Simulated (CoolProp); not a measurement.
The fluid at 298.15 K and 0.0165 MPa (gas) is heated at constant pressure to 424.8 K. The same conditions are run with several fluids, on thermodynamics alone (safety and materials aside).

Values from CoolProp's reference Helmholtz-energy equation of state of each fluid (R113: Marx 1992; nitrous oxide: Lemmon 2006; R125: Lemmon 2005; ethane: Bücker 2006; R404A: Lemmon 2003). Blends and air are pseudo-pure fits.

| fluid | heat (kJ/kg) | final density (kg/m³) |
|---|---|---|
| R113 | (withheld) | (withheld) |
| nitrous oxide | 119 | (withheld) |
| R125 | (withheld) | (withheld) |
| ethane | 255 | 0.141 |
| R404A | (withheld) | 0.456 |

Question: Fill in the missing entries.

Answer: 
- R113, heat (kJ/kg): 89.9
- R113, final density (kg/m³): 0.878
- nitrous oxide, final density (kg/m³): 0.206
- R125, heat (kJ/kg): 112
- R125, final density (kg/m³): 0.561
- R404A, heat (kJ/kg): 123
